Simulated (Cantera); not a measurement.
Input (Python, Cantera) and output of one run.

```python
import numpy as np
import cantera as ct

gas_names = """
    CL CLO CL2 Mg MgCL MgCL2 MgN MgO Mg2 N NO NO2 NO3 N2 N2O O O2 O3
""".split()
cond_names = """
    Mg(cr) Mg(L) MgCL2(s) MgCL2(L) MgO(s) MgO(L)
""".split()


def load(file, names, dense=False):
    # The tables refer to 1 bar. Condensed volumes are neglected.
    table = {s.name: s for s in ct.Species.list_from_file(file)}
    out = []
    for n in names:
        d = dict(table[n].input_data)
        d["thermo"] = dict(d["thermo"], **{"reference-pressure": 1e5})
        if dense:
            d["equation-of-state"] = {"model": "constant-volume", "density": "1e6 g/cm^3"}
        out.append(ct.Species.from_dict(d))
    return out


gas = ct.Solution(thermo="ideal-gas", species=load("nasa_gas.yaml", gas_names))
cond = {s.name: ct.Solution(thermo="fixed-stoichiometry", species=[s], name=s.name)
        for s in load("nasa_condensed.yaml", cond_names, dense=True)}
atoms = {
    'MgO': {'Mg': 1, 'O': 1},
    'Cl2': {'CL': 2},
    'N2': {'N': 2},
}
top_T = {}  # K; cautious upper limits of use, not melting points


def equilibrate(T, P, feed):
    n = {}
    for name, mol in feed.items():
        for a, k in atoms[name].items():
            n[a] = n.get(a, 0.0) + k * mol
    gas.TPX = T, P, n
    mass = sum(n.values()) * gas.mean_molecular_weight
    gas.equilibrate("TP")
    valid = [c for c in cond.values() if c.min_temp <= T <= top_T.get(c.name, c.max_temp)]
    mix = ct.Mixture([(gas, mass / gas.mean_molecular_weight)] + [(c, 0.0) for c in valid])
    mix.T, mix.P = T, P
    mix.equilibrate("TP", solver="vcs", rtol=1e-11, max_steps=5000)
    return mix


results = []
T = 1798  # K
P = 46  # Pa
for m in [0.8, 1.2, 1.8, 2.8, 4.2, 6.3, 9.4, 14, 22, 32]:
    feed = {'MgO': 1, 'Cl2': 5.1, 'N2': m}  # mol
    mix = equilibrate(T, P, feed)
    results.append((T, P, feed, dict(zip(mix.species_names, mix.species_moles))))

top = {s: max(r[3][s] / sum(r[3][g] for g in gas_names) for r in results) for s in gas_names}
cols = sorted((s for s in top if top[s] > 0.0001), key=lambda s: -top[s])[:5]
seen = [c for c in cond_names if any(r[3].get(c, 0) > 1e-12 for r in results)]
print("log10 of partial pressures in bar; condensed amounts in mol")
print(f"{'n(N2)':>10s}" + "".join(f"{s[:9]:>10s}" for s in cols + seen))
for T, P, feed, n in results:
    ng = sum(n[g] for g in gas_names)
    print(f"{feed['N2']:10.4g}" + "".join(f"{np.log10(max(n[s] / ng * P / 1e5, 1e-99)):10.3f}" for s in cols)
          + "".join(f"{n.get(c, 0):10.4g}" for c in seen))
```

Output:

```
log10 of partial pressures in bar; condensed amounts in mol
     n(N2)        CL        N2     MgCL2        O2       CL2
       0.8    -3.447    -4.456    -4.358    -4.667    -5.885
       1.2    -3.463    -4.296    -4.374    -4.684    -5.917
       1.8    -3.486    -4.143    -4.397    -4.708    -5.964
       2.8    -3.522    -3.987    -4.434    -4.746    -6.036
       4.2    -3.568    -3.857    -4.480    -4.794    -6.128
       6.3    -3.629    -3.742    -4.541    -4.857    -6.250
       9.4    -3.706    -3.645    -4.618    -4.936    -6.403
        14    -3.800    -3.566    -4.712    -5.033    -6.590
        22    -3.926    -3.496    -4.839    -5.164    -6.842
        32    -4.044    -3.453    -4.958    -5.287    -7.080
```

These are equilibrium values from Cantera (NASA tables, ideal gas, pure condensed phases), not measurements of a reactor.
